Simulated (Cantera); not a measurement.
An isothermal, constant-pressure homogeneous reactor starts with H₂ : O₂ : N₂ = 0.66 : 1 : 4.4 (molar parts), equivalence ratio 0.33, at 1375 K and 0.454 atm. Integrator tolerance rtol = 1e-08.

Model: the H2/O2 subset of GRI-Mech 3.0, which has no nitrogen chemistry, integrated in Cantera. The temperature is held fixed by assumption; the heat of reaction is taken as removed at once.

What does this change do: temperature 1375 to 775 K?


| quantity | before | after |
|---|---|---|
| x(H₂) at 40.0 s | 1.53e-7 (gas-phase equilibrium 1.53e-7) | 0.109 (gas-phase equilibrium <1e-12) |
| x(O₂) at 40.0 s | 0.117 (gas-phase equilibrium 0.117) | 0.165 (gas-phase equilibrium 0.117) |
| x(H₂O₂) at 40.0 s | 2.52e-9 (gas-phase equilibrium 2.52e-9) | 2.39e-5 (gas-phase equilibrium 1.86e-12) |
| x(H₂O) at 40.0 s | 0.115 (gas-phase equilibrium 0.115) | 6.06e-5 (gas-phase equilibrium 0.115) |
| x(O) at 40.0 s | 3.23e-7 (gas-phase equilibrium 3.23e-7) | 1.75e-11 (gas-phase equilibrium <1e-12) |
Below about 950 K walls govern HO2 and H2O2 in real vessels.
